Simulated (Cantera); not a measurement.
A perfectly stirred reactor is fed with CO : O₂ : H₂O : N₂ = 0.0032 : 0.0075 : 0.0005 : 1 (molar parts), at 0.503 atm; it is held at 1300 K, and followed from long to short residence time.

Computed with Cantera and GRI-Mech 3.0 (53 species, 325 reactions).

One state of this run: x CO = 0.000367; x O₂ = 0.00599; x H₂O = 0.000477; x H₂O₂ = 3.45e-9; x NO₂ = 9.88e-10; x CO₂ = 0.00280; x H = 9.35e-6. x: mole fraction; the columns are a selection and need not sum to one.

Question: Which value of τ (s) does it belong to?
(A) 0.18
(B) 0.29
(C) 0.0069
(D) 0.46

Answer: B, 0.29
